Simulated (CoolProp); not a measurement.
A single-stage vapour-compression cycle with chloromethane (R40): evaporating at 326.15 K (dew point), condensing at 348.15 K (bubble point), superheat 0 K, subcooling 0 K, compressor efficiency 0.9, no pressure losses. Each further row changes one setting.

Model: reference Helmholtz-energy equation of state, Thol 2014, in CoolProp.

```
case                              cooling COP  pressure ratio  discharge temperature (K)  refrigerating effect (kJ/kg)  volumetric capacity (kJ/m³)
--------------------------------  -----------  --------------  -------------------------  ----------------------------  ---------------------------
as stated                                11.8            1.64                      363.5                           297                         8110
evaporating temperature 331.15 K         15.7            1.46                        [?]                           [?]                         9170
condensing temperature 343.15 K          15.6             [?]                      355.1                           306                         8350
subcooling 5 K                           12.1            1.64                      363.5                           307                         8360
superheat 10 K                           11.6            1.64                      374.2                           310                         7980
compressor efficiency 0.8                10.5            1.64                      365.9                           297                         8110
```

**Question.** Complete the blanks.

**Answer.** 
- evaporating temperature 331.15 K, discharge temperature (K): 359.7
- evaporating temperature 331.15 K, refrigerating effect (kJ/kg): 299
- condensing temperature 343.15 K, pressure ratio: 1.47
